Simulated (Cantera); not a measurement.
**Dilute partial oxidation**

An isothermal, constant-pressure homogeneous reactor starts with 0.634 % CH₃OH, 0.347 % O₂, 99.0 % N₂, equivalence ratio 2.7, at 1450 K and 10.9 atm.

Computed with Cantera and GRI-Mech 3.0 (53 species, 325 reactions). GRI-Mech 3.0 was tuned for natural gas; its chemistry of methanol as a main component is partial and can be far from experiment.

```csv
t (s),x CH₃OH,x O₂,x CO₂,x CH₂,x HCO
2.00e-6,0.00633,0.00346,1.23e-7,6.91e-8,3.63e-11
6.02e-6,0.00632,0.00346,4.27e-7,6.92e-8,1.97e-10
1.81e-5,0.00628,0.00345,1.33e-6,6.85e-8,1.55e-9
5.45e-5,0.00595,0.00337,3.99e-6,6.47e-8,4.29e-8
0.000164,0.000687,0.00211,6.93e-5,3.68e-8,1.65e-6
0.000494,2.71e-9,3.07e-7,0.000747,2.37e-9,1.85e-8
0.00149,1.63e-9,9.52e-9,0.000872,2.28e-10,2.43e-9
0.00447,5.25e-10,1.89e-9,0.000920,1.31e-11,4.25e-10
0.0135,1.52e-10,6.76e-10,0.000949,1.02e-12,1.08e-10
0.0405,5.31e-11,2.67e-10,0.000974,<1e-12,3.96e-11
0.122,3.53e-11,6.25e-11,0.00101,<1e-12,2.80e-11
0.367,3.32e-11,1.26e-12,0.00110,<1e-12,2.70e-11
1.10,3.07e-11,<1e-12,0.00127,<1e-12,2.61e-11
3.32,2.85e-11,<1e-12,0.00146,<1e-12,2.54e-11
10.0,2.73e-11,<1e-12,0.00150,<1e-12,2.52e-11
```
x: mole fraction; the columns are a selection and need not sum to one.

Equilibrium at this temperature and pressure: CH₃OH <1e-12, O₂ <1e-12, CO₂ 0.00150, CH₂ <1e-12, HCO 2.54e-11 (gas phase only).
